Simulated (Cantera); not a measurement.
Feed: 1 mol Ta₂O₅, 4 mol C, 5.1 mol H₂, equilibrated at 91.0 Pa.

These are equilibrium values from Cantera (NASA tables, ideal gas, pure condensed phases), not measurements of a reactor. Candidate condensed phases: C, C₆H₆, C₇H₈, C₈H₁₈, H₂O, Ta, TaC, Ta₂O₅; 113 gas species. Mutual solubility and eutectic melting of coexisting phases are not modelled. Condensed phases not in the tables: Ta₂C, N, O or C dissolved in the metal. Equilibrium is a limit: real reactors are often held back by kinetics, nucleation or transport. All values below are at 1952 °C.

Base state: H₂ 0.428, CO 0.392, H 0.141, TaO₂ 0.0308, TaO 0.00650, H₂O 0.00169, CO₂ 0.000289, OH 8.04e-5 (mole fractions); condensed: Ta(s) + Ta₂O₅(l).

What changes in the equilibrium state with this change: C from 4 to 6.2 mol?


```
species         before    after
-------------  -------  -------
CO               0.392    0.461
H₂               0.428    0.402
H                0.141    0.136
TaO₂            0.0308  3.71e-6
TaO            0.00650  7.13e-5
H₂O            0.00169  1.75e-5
OH             8.04e-5  8.56e-7
O              1.83e-5  2.01e-7
Ta(s), mol        1.51    0.798
Ta₂O₅(l), mol   0.0570        0
TaC(s), mol          0     1.20
```
TaC: taken at fixed stoichiometry.
